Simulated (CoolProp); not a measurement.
Vapour-liquid equilibrium of propylene (1) + R115 (2) at 241.4 K; x and y are mole fractions of (1).

Computed with CoolProp (multi-fluid Helmholtz-energy mixture model, Lemmon 2013 and Lemmon 2016; pair parameters Bell 2016).

Give the bubble pressure and the first vapour's composition at x = 0.05, 0.275, 0.425. Is there an azeotrope?

x = 0.05: 1.528 bar, y = 0.125; x = 0.275: 1.959 bar, y = 0.448; x = 0.425: 2.113 bar, y = 0.559. y crosses x between x = 0.65 and 0.725: the model has an azeotrope there.

The pair parameters rest on a limited set of measurements; away from them the model extrapolates.
